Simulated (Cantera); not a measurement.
A Cantera script and its output.

```python
import numpy as np
import cantera as ct

gas = ct.Solution("h2o2.yaml")
gas.TPX = 650, 500000, {'H2': 1, 'O2': 0.208, 'N2': 0.75}
flame = ct.FreeFlame(gas, width=0.013)
flame.set_refine_criteria(ratio=3, slope=0.08, curve=0.16)
flame.transport_model = "mixture-averaged"
flame.solve(loglevel=0, auto=True)
z, T = flame.grid, flame.T
thick = (T[-1] - T[0]) / np.gradient(T, z).max()
show = ['H2', 'O2', 'O', 'H2O2', 'H2O', 'HO2']
print(f"laminar burning velocity  {flame.velocity[0] * 100:.3f} cm/s")
print(f"burnt temperature         {T[-1]:.1f} K")
print(f"thermal thickness         {thick * 1e3:.4f} mm")
print(f"grid points               {len(z)}")
z0 = z[flame.heat_release_rate.argmax()]
print(f"{'z/mm':>9s}{'T/K':>9s}{'u/(m/s)':>9s}" + "".join(f"{s:>11s}" for s in show))
rows = []
for k in (-3, -2, -1.5, -1, -0.5, -0.25, 0, 0.25, 0.5, 1, 2, 4, 8):
    zz = z0 + k * thick
    rows.append([k * thick, np.interp(zz, z, T), np.interp(zz, z, flame.velocity),
                 *(np.interp(zz, z, flame.X[gas.species_index(s)]) for s in show)])
    print(f"{rows[-1][0] * 1e3:9.3f}{rows[-1][1]:9.1f}{rows[-1][2]:9.3f}" + "".join(f"{x:11.3e}" for x in rows[-1][3:]))
```

Output:

```
laminar burning velocity  1043.119 cm/s
burnt temperature         2239.9 K
thermal thickness         0.0609 mm
grid points               114
     z/mm      T/K  u/(m/s)         H2         O2          O       H2O2        H2O        HO2
   -0.183    650.0   10.431  5.107e-01  1.062e-01  6.094e-15  6.303e-14  4.036e-11  1.642e-11
   -0.122    650.0   10.431  5.107e-01  1.062e-01  2.493e-12  6.530e-12  2.905e-09  1.647e-09
   -0.091    650.0   10.431  5.107e-01  1.062e-01  8.809e-11  1.342e-10  4.616e-08  3.305e-08
   -0.061    650.5   10.436  5.105e-01  1.063e-01  1.426e-08  1.432e-08  3.070e-06  3.013e-06
   -0.030    698.8   11.086  5.030e-01  1.063e-01  1.595e-05  1.075e-05  2.007e-03  5.772e-04
   -0.015    952.7   14.694  4.701e-01  9.889e-02  2.787e-04  3.119e-05  2.546e-02  5.388e-04
    0.000   1339.1   20.118  4.009e-01  6.928e-02  1.533e-03  9.979e-06  9.145e-02  2.588e-04
    0.015   1619.1   24.117  3.350e-01  2.956e-02  1.879e-03  2.333e-06  1.687e-01  1.035e-04
    0.030   1760.1   26.111  3.063e-01  9.405e-03  1.102e-03  1.141e-06  2.081e-01  3.199e-05
    0.061   1880.1   27.721  2.997e-01  1.048e-03  4.844e-04  4.987e-07  2.259e-01  3.439e-06
    0.122   1982.3   29.019  3.068e-01  1.247e-04  2.817e-04  2.541e-07  2.298e-01  5.088e-07
    0.244   2072.4   30.132  3.149e-01  4.865e-05  1.458e-04  1.292e-07  2.322e-01  2.360e-07
    0.487   2142.2   30.975  3.213e-01  2.081e-05  6.261e-05  6.068e-08  2.343e-01  1.080e-07
```

Computed with Cantera and the H2/O2 subset of GRI-Mech 3.0, which has no nitrogen chemistry. The hydrogen kinetics of GRI-Mech 3.0 are dated; newer H2 mechanisms differ, most at raised pressure. Burning velocities carry a grid error of a few per cent, more on coarse grids.
